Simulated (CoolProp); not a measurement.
Vapour-liquid equilibrium of carbon dioxide (1) + R143a (2) at 5.35 bar; x and y are mole fractions of (1).

The numbers come from the multi-fluid Helmholtz-energy mixture model, Span 1996 and Lemmon and Jacobsen 2000; pair parameters Bell 2016 in CoolProp.

Give the bubble temperature and the first vapour's composition at x = 0.5, 0.65, 0.8. Is there an azeotrope?

x = 0.5: -43.6 °C, y = 0.874; x = 0.65: -48.4 °C, y = 0.924; x = 0.8: -51.9 °C, y = 0.958. No azeotrope shows between x = 0.05 and 0.95.

The pair parameters rest on a limited set of measurements; away from them the model extrapolates. The gap from Raoult's law changes sign with composition, which may be real or a fault of the pair parameters; it wasn't checked against measurements.
